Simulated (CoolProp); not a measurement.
Vapour-liquid equilibrium of CH2F2 (R32) (1) + R125 (2) at 17.2 bar; x and y are mole fractions of (1).

Model: multi-fluid Helmholtz-energy mixture model, Tillner-Roth 1997 and Lemmon 2005; pair parameters Lemmon 2004, in CoolProp.

| x | bubble temperature (K) | y at the bubble point | dew temperature at overall composition x (K) | liquid density (mol/L) |
|---|---|---|---|---|
| 0.05 | 306.1 | 0.061 | 306.2 | 9.721 |
| 0.125 | 305.0 | 0.150 | 305.3 | 10.15 |
| 0.2 | 304.0 | 0.234 | 304.4 | 10.59 |
| 0.275 | 303.1 | 0.315 | 303.5 | 11.06 |
| 0.35 | 302.2 | 0.393 | 302.7 | 11.57 |
| 0.425 | 301.5 | 0.467 | 301.9 | 12.11 |
| 0.5 | 300.9 | 0.538 | 301.2 | 12.69 |
| 0.575 | 300.3 | 0.607 | 300.5 | 13.32 |
| 0.65 | 299.8 | 0.675 | 300.0 | 14.01 |
| 0.725 | 299.4 | 0.743 | 299.5 | 14.77 |
| 0.8 | 299.1 | 0.810 | 299.2 | 15.62 |
| 0.875 | 298.9 | 0.879 | 298.9 | 16.56 |
| 0.95 | 298.8 | 0.950 | 298.8 | 17.63 |

No azeotrope shows between x = 0.05 and 0.95.

The pair parameters rest on a limited set of measurements; away from them the model extrapolates.
